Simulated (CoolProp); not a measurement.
Vapour-liquid equilibrium of CF4 (R14) (1) + R13 (2) at 203.2 K; x and y are mole fractions of (1).

The numbers come from the multi-fluid Helmholtz-energy mixture model, Platzer 1990 and Platzer 1990; pair parameters Bell 2016 in CoolProp. This equation is an older, rougher fit; its heat capacities, sound speeds and derivatives of the liquid may be far off and weren't checked against measurements.

```csv
x,bubble pressure (MPa),y at the bubble point,dew pressure at overall composition x (MPa),liquid density (mol/L)
0.05,0.2729,0.354,0.1891,14.17
0.2,0.5289,0.692,0.2231,14.27
0.35,0.7570,0.806,0.2715,14.35
0.5,0.9684,0.868,0.3459,14.38
0.65,1.176,0.912,0.4743,14.34
0.8,1.394,0.949,0.7407,14.21
0.95,1.643,0.986,1.401,13.93
```

No azeotrope shows between x = 0.05 and 0.95.

Pair parameters are fitted to limited data, so mixtures are less certain than the pure fluids. The gap from Raoult's law changes sign with composition, which may be real or a fault of the pair parameters; it wasn't checked against measurements.
